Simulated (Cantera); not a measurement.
Thermodynamics of silicon carbide growth, feed Si(CH3)4 + C3H8 + H2

Feed: 1 mol Si(CH3)4, 0.024 mol C3H8, 26 mol H2, at 0.00133 bar.

Method: chemical equilibrium by Gibbs-energy minimisation in Cantera with the NASA 1993 tables (ideal gas, pure condensed phases). Candidate condensed phases: C, C6H6, C7H8, C8H18, Si, SiC; 87 gas species. Gases not in the tables: Si2H6 and higher silanes. The numbers say what is thermodynamically allowed, not how fast it happens.

| T (K) | x H2 | x H | x Si | x SiC2 | x C2H2 (acetylene) | x Si2C | x SiH | n C(graphite) | n SiC(s) |
|---|---|---|---|---|---|---|---|---|---|
| 1900 | 0.978 | 0.0215 | 0.000351 | 8.89e-6 | 0.000373 | 6.16e-6 | 1.10e-5 | 3.06 | 0.987 |
| 1925 | 0.973 | 0.0258 | 0.000536 | 1.54e-5 | 0.000446 | 1.06e-5 | 1.57e-5 | 3.06 | 0.981 |
| 1950 | 0.968 | 0.0309 | 0.000810 | 2.64e-5 | 0.000529 | 1.79e-5 | 2.23e-5 | 3.06 | 0.971 |
| 1975 | 0.961 | 0.0367 | 0.00121 | 4.45e-5 | 0.000624 | 2.98e-5 | 3.12e-5 | 3.07 | 0.956 |
| 2000 | 0.954 | 0.0435 | 0.00179 | 7.41e-5 | 0.000733 | 4.91e-5 | 4.33e-5 | 3.08 | 0.934 |
| 2025 | 0.945 | 0.0512 | 0.00262 | 0.000122 | 0.000855 | 7.98e-5 | 5.96e-5 | 3.10 | 0.902 |
| 2050 | 0.935 | 0.0601 | 0.00381 | 0.000198 | 0.000992 | 0.000128 | 8.13e-5 | 3.13 | 0.855 |
| 2075 | 0.923 | 0.0701 | 0.00547 | 0.000317 | 0.00114 | 0.000203 | 0.000110 | 3.18 | 0.788 |
| 2100 | 0.909 | 0.0813 | 0.00780 | 0.000503 | 0.00131 | 0.000319 | 0.000147 | 3.25 | 0.692 |
| 2125 | 0.892 | 0.0939 | 0.0110 | 0.000788 | 0.00149 | 0.000495 | 0.000196 | 3.34 | 0.555 |
| 2150 | 0.873 | 0.108 | 0.0155 | 0.00122 | 0.00169 | 0.000761 | 0.000258 | 3.48 | 0.360 |
| 2175 | 0.850 | 0.123 | 0.0215 | 0.00188 | 0.00190 | 0.00116 | 0.000336 | 3.68 | 0.0825 |
| 2200 | 0.830 | 0.141 | 0.0233 | 0.00224 | 0.00213 | 0.00107 | 0.000343 | 3.72 | 0 |
x: gas mole fraction; n: condensed amount in mol.

From 1900 K to 2175 K the condensed part is C(graphite) + SiC(s). At 2200 K the condensed part is C(graphite). The main Si-bearing gas is Si throughout. The share of Si in condensed phases is highest at 1900 K (98.7 %) and lowest at 2200 K (0.0 %).
